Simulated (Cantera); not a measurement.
A perfectly stirred reactor is fed with 7.75 % CH4, 19.4 % O2, 72.9 % N2, equivalence ratio 0.80, at 1000000 Pa; it is adiabatic with a 475 K inlet, and is followed from long to short residence time, starting on the burning branch (τ in s: 0.036, 0.017, 0.0078, 0.0036, 0.0017, 0.00078, 0.00036, 0.00017, 7.7e-05, 3.6e-05, 1.7e-05, 7.7e-06, 3.6e-06).

Cantera simulation using GRI-Mech 3.0 (53 species, 325 reactions); the numbers are that mechanism's predictions, not measurements.

**Question.** Predict: blow-out, bracketed by the residence times tried; x(CH4) at τ = 36.0 ms; x(O2) at τ = 36.0 ms; x(NO2) at τ = 36.0 ms; x(H) at τ = 36.0 ms; x(CH4) at τ = 0.360 ms; x(O2) at τ = 0.360 ms; x(NO2) at τ = 0.360 ms; x(C2H4) at τ = 0.360 ms; x(H) at τ = 0.360 ms.

**Answer.** 
| Item | Result |
|---|---|
| blow-out, bracketed by the residence times tried | burning at 36.0 µs, out at 17.0 µs |
| x(CH4) at τ = 36.0 ms | 2.42e-6 |
| x(O2) at τ = 36.0 ms | 0.0383 |
| x(NO2) at τ = 36.0 ms | 1.33e-6 |
| x(H) at τ = 36.0 ms | 1.86e-5 |
| x(CH4) at τ = 0.360 ms | 0.000112 |
| x(O2) at τ = 0.360 ms | 0.0406 |
| x(NO2) at τ = 0.360 ms | 2.10e-7 |
| x(C2H4) at τ = 0.360 ms | 1.68e-7 |
| x(H) at τ = 0.360 ms | 0.000183 |
